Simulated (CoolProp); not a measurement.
Vapour-liquid equilibrium of cyclohexane (1) + p-xylene (2) at 373.9 K; x and y are mole fractions of (1).

The numbers come from the multi-fluid Helmholtz-energy mixture model, Zhou 2014 and Zhou 2012; pair parameters Bell 2016 in CoolProp.

Task: Give the bubble pressure and the first vapour's composition at x = 0.275, 0.725, 0.95. Is there an azeotrope?

Result: x = 0.275: 0.8153 bar, y = 0.692; x = 0.725: 1.426 bar, y = 0.920; x = 0.95: 1.715 bar, y = 0.986. No azeotrope shows between x = 0.05 and 0.95.

The pair parameters rest on a limited set of measurements; away from them the model extrapolates.
